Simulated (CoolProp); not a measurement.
R236EA along the isotherm 138.85 °C: density (kg/m³) from the reference equation and from simpler models built on Tc = 139.3 °C, pc = 34.14 bar, ω = 0.368; each cubic takes its own stable root.

The numbers come from the reference Helmholtz-energy equation of state, Rui 2013 in CoolProp.

| p (bar) | phase | reference | ideal gas | van der Waals | Redlich-Kwong | Soave-Redlich-Kwong | Peng-Robinson |
|---|---|---|---|---|---|---|---|
| 1.42 | gas | 6.395 | 6.302 | 6.382 | 6.394 | 6.394 | 6.405 |
| 2.84 | gas | 12.99 | 12.60 | 12.93 | 12.98 | 12.98 | 13.02 |
| 4.27 | gas | 19.83 | … | 19.71 | 19.82 | 19.82 | 19.92 |
| 5.69 | gas | … | 25.25 | 26.63 | 26.84 | 26.84 | 27.02 |
| 7.11 | gas | 34.14 | 31.56 | 33.77 | 34.10 | 34.11 | 34.40 |
| 8.53 | gas | 41.68 | 37.86 | 41.13 | 41.63 | 41.63 | 42.07 |
| 9.96 | gas | 49.58 | 44.21 | 48.80 | 49.50 | 49.51 | 50.11 |
| 11.4 | gas | 57.87 | 50.60 | 56.80 | 57.76 | 57.76 | 58.58 |
| 12.8 | gas | 66.28 | 56.81 | 64.88 | 66.13 | 66.14 | 67.21 |
| 14.2 | gas | 75.09 | 63.02 | 73.29 | 74.88 | 74.89 | 76.26 |
| 15.6 | gas | 84.34 | 69.24 | … | 84.06 | 84.07 | 85.79 |
| 17.1 | gas | 94.82 | … | 91.92 | 94.43 | 94.45 | 96.60 |

Task: Complete the blanks.

Result: 
- 4.27, ideal gas: 18.95
- 5.69, reference: 26.86
- 15.6, van der Waals: 82.06
- 17.1, ideal gas: 75.90
